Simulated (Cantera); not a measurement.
A perfectly stirred reactor is fed with 1.96 % CH4, 85.3 % H2, 12.8 % H, at 0.0132 atm; it is held at 1350 K, and followed from long to short residence time.

Model: GRI-Mech 3.0 (53 species, 325 reactions), integrated in Cantera. GRI-Mech 3.0 stops at C3 and has no aromatics, soot or wall deposition, so with more carbon than oxygen in the feed, carbon stays in small species such as C2H2 where larger ones or solid carbon would form. Radical loss at walls, strong at low pressure, is not modelled.

Q: Predict: x(CH4) at τ = 0.690 s; x(H2) at τ = 0.690 s; x(H) at τ = 0.690 s; x(CH3) at τ = 0.690 s; x(C2H) at τ = 0.690 s; x(CH4) at τ = 12.0 ms; x(H2) at τ = 12.0 ms; x(H) at τ = 12.0 ms; x(CH3) at τ = 12.0 ms; x(C2H) at τ = 12.0 ms.

A: 
* **x(CH4) at τ = 0.690 s**: 0.00997
* **x(H2) at τ = 0.690 s**: 0.981
* **x(H) at τ = 0.690 s**: 0.00304
* **x(CH3) at τ = 0.690 s**: 0.000604
* **x(C2H) at τ = 0.690 s**: 1.03e-8
* **x(CH4) at τ = 12.0 ms**: 0.00596
* **x(H2) at τ = 12.0 ms**: 0.957
* **x(H) at τ = 12.0 ms**: 0.0280
* **x(CH3) at τ = 12.0 ms**: 0.00297
* **x(C2H) at τ = 12.0 ms**: 1.10e-7
